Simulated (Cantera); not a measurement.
A Cantera script and what it prints.

```python
import numpy as np
import cantera as ct

gas_names = """
    H HO2 H2 H2O H2O2 O OH O2 O3 V VO VO2
""".split()
cond_names = """
    H2O(s) H2O(L) V(cr) V(L) VO(s) VO(L) V2O3(s) V2O3(L) V2O4(I) V2O4(II) V2O4(L) V2O5(s) V2O5(L)
""".split()


# ... load() reads the species with a 1 bar reference pressure and builds the phases ...
atoms = {
    'V2O5': {'V': 2, 'O': 5},
    'H2': {'H': 2},
}
top_T = {}  # K; cautious upper limits of use, not melting points


# ... equilibrate(T, P, feed) seeds the gas with the atoms and calls Mixture.equilibrate('TP', solver="vcs", rtol=1e-11, max_steps=5000) ...
results = []
feed = {'V2O5': 1, 'H2': 2800}  # mol
T = 1348  # K
P = 6000  # Pa
mix = equilibrate(T, P, feed)
results.append((T, P, feed, dict(zip(mix.species_names, mix.species_moles))))
x = sorted(zip(gas.X, gas.species_names), reverse=True)
print(f"T = {T:g} K  P = {P:g} Pa  gas = {mix.phase_moles(0):.4g} mol")
print("   x: " + "  ".join(f"{s} {v:.3e}" for v, s in x if v > 0.0001))
print("   condensed (mol): " + ("  ".join(f"{mix.phase(i).name} {mix.phase_moles(i):.4g}"
      for i in range(1, mix.n_phases) if mix.phase_moles(i) > 1e-12) or "none"))
```

It prints:

```
T = 1348 K  P = 6000 Pa  gas = 2800 mol
   x: H2 9.989e-01  H2O 1.071e-03
   condensed (mol): VO(s) 2
```

Cantera equilibrium calculation (NASA polynomials, part measured and part estimated; ideal gas, pure solids and liquids). VO: taken at fixed stoichiometry.
